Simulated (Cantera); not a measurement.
Input: 1 mol HMDSO, 1 mol CO₂, a varied amount of H₂, held at 1523 K and 1.00 bar.

Equilibrium computed with Cantera from the NASA thermochemical tables; the gas is ideal and each condensed phase is pure. Candidate condensed phases: C, C₆H₆, C₇H₈, C₈H₁₈, H₂O, Si, SiC, SiO₂; 123 gas species. The feed counts by its element totals alone. Mutual solubility and eutectic melting of coexisting phases are not modelled. The tables hold silica as quartz up to 1696 K and as liquid above; real silica turns to tridymite and cristobalite and melts near 1996 K. Kinetics and transport are ignored.

log p: log10 of the partial pressure in bar; n: condensed amount in mol.

```json
[
 {"n(H₂) (mol)": "7.8", "log p H₂": "-0.02", "log p CO": "-1.49", "log p CH₄": "-2.67", "log p SiO": "-4.16", "log p H₂O": "-4.34", "log p H": "-4.64", "log p C₂H₂ (acetylene)": "-4.94", "n C(graphite)": "5.62", "n SiC(s)": "0.780", "n SiO₂(β-quartz)": "1.22"},
 {"n(H₂) (mol)": "17", "log p H₂": "-0.02", "log p CO": "-1.49", "log p CH₄": "-2.67", "log p SiO": "-4.16", "log p H₂O": "-4.34", "log p H": "-4.64", "log p C₂H₂ (acetylene)": "-4.94", "n C(graphite)": "___", "n SiC(s)": "___", "n SiO₂(β-quartz)": "___"},
 {"n(H₂) (mol)": "25", "log p H₂": "-0.02", "log p CO": "-1.49", "log p CH₄": "-2.67", "log p SiO": "-4.16", "log p H₂O": "-4.34", "log p H": "-4.64", "log p C₂H₂ (acetylene)": "-4.94", "n C(graphite)": "___", "n SiC(s)": "___", "n SiO₂(β-quartz)": "___"},
 {"n(H₂) (mol)": "34", "log p H₂": "-0.02", "log p CO": "-1.49", "log p CH₄": "-2.67", "log p SiO": "-4.16", "log p H₂O": "-4.34", "log p H": "-4.64", "log p C₂H₂ (acetylene)": "-4.94", "n C(graphite)": "4.25", "n SiC(s)": "1.22", "n SiO₂(β-quartz)": "0.779"},
 {"n(H₂) (mol)": "43", "log p H₂": "-0.02", "log p CO": "-1.49", "log p CH₄": "-2.67", "log p SiO": "-4.16", "log p H₂O": "-4.34", "log p H": "-4.64", "log p C₂H₂ (acetylene)": "-4.94", "n C(graphite)": "3.78", "n SiC(s)": "1.37", "n SiO₂(β-quartz)": "0.628"},
 {"n(H₂) (mol)": "52", "log p H₂": "-0.02", "log p CO": "-1.49", "log p CH₄": "-2.67", "log p SiO": "-4.16", "log p H₂O": "-4.34", "log p H": "-4.64", "log p C₂H₂ (acetylene)": "-4.94", "n C(graphite)": "3.31", "n SiC(s)": "1.52", "n SiO₂(β-quartz)": "0.477"},
 {"n(H₂) (mol)": "60", "log p H₂": "-0.02", "log p CO": "-1.49", "log p CH₄": "-2.67", "log p SiO": "-4.16", "log p H₂O": "-4.34", "log p H": "-4.64", "log p C₂H₂ (acetylene)": "-4.94", "n C(graphite)": "2.89", "n SiC(s)": "1.65", "n SiO₂(β-quartz)": "0.343"},
 {"n(H₂) (mol)": "69", "log p H₂": "-0.02", "log p CO": "-1.49", "log p CH₄": "-2.67", "log p SiO": "-4.16", "log p H₂O": "-4.34", "log p H": "-4.64", "log p C₂H₂ (acetylene)": "-4.94", "n C(graphite)": "2.42", "n SiC(s)": "1.80", "n SiO₂(β-quartz)": "0.192"},
 {"n(H₂) (mol)": "78", "log p H₂": "-0.02", "log p CO": "-1.49", "log p CH₄": "-2.67", "log p SiO": "-4.16", "log p H₂O": "-4.34", "log p H": "-4.64", "log p C₂H₂ (acetylene)": "-4.94", "n C(graphite)": "1.95", "n SiC(s)": "1.95", "n SiO₂(β-quartz)": "0.0413"},
 {"n(H₂) (mol)": "87", "log p H₂": "-0.01", "log p CO": "-1.52", "log p CH₄": "-2.67", "log p SiO": "-4.19", "log p H₂O": "-4.37", "log p H": "-4.64", "log p C₂H₂ (acetylene)": "-4.94", "n C(graphite)": "1.80", "n SiC(s)": "1.99", "n SiO₂(β-quartz)": "0"},
 {"n(H₂) (mol)": "96", "log p H₂": "-0.01", "log p CO": "-1.56", "log p CH₄": "-2.66", "log p SiO": "-4.22", "log p H₂O": "-4.41", "log p H": "-4.64", "log p C₂H₂ (acetylene)": "-4.94", "n C(graphite)": "1.78", "n SiC(s)": "1.99", "n SiO₂(β-quartz)": "0"}
]
```

Some entries are withheld; supply them.


- 25, n C(graphite): 4.72
- 25, n SiC(s): 1.07
- 25, n SiO₂(β-quartz): 0.930
- 17, n C(graphite): 5.14
- 17, n SiC(s): 0.934
- 17, n SiO₂(β-quartz): 1.06
